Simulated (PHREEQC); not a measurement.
Dissolve 60 mmol/kgw MgCl2, 110 mmol/kgw NaHCO3 and 5.2 mmol/kgw NaCl at 22 °C. Closed to the air; pH follows from the charge balance.

Model: ion-association model, wateq4f.dat, run in PHREEQC.

- pH: 7.73
- ionic strength: 0.258 mol/kgw
- activity of water: 0.993
- total alkalinity: 110 meq/kg

| species | molality | activity | log γ |
|---|---|---|---|
| Cl- | 0.125 | 0.0868 | -0.159 |
| Na+ | 0.112 | 0.0821 | -0.135 |
| HCO3- | 0.0871 | 0.0637 | -0.136 |
| Mg+2 | 0.0433 | 0.0141 | -0.486 |
| MgHCO3+ | 0.0149 | 0.0104 | -0.155 |
| NaHCO3 | 0.00278 | 0.00294 | 0.026 |
| CO2 | 0.00263 | 0.00279 | 0.026 |
| MgCO3 | 0.00183 | 0.00194 | 0.026 |
| CO3-2 | 0.000526 | 0.000151 | -0.542 |
| NaCO3- | 0.000271 | 0.000198 | -0.136 |
| MgOH+ | 2.77e-6 | 2.08e-6 | -0.124 |

No solid was allowed to form. Examples of supersaturated solids here: Magnesite (slow to form). Others may be too. Species that the database lacks are ignored.
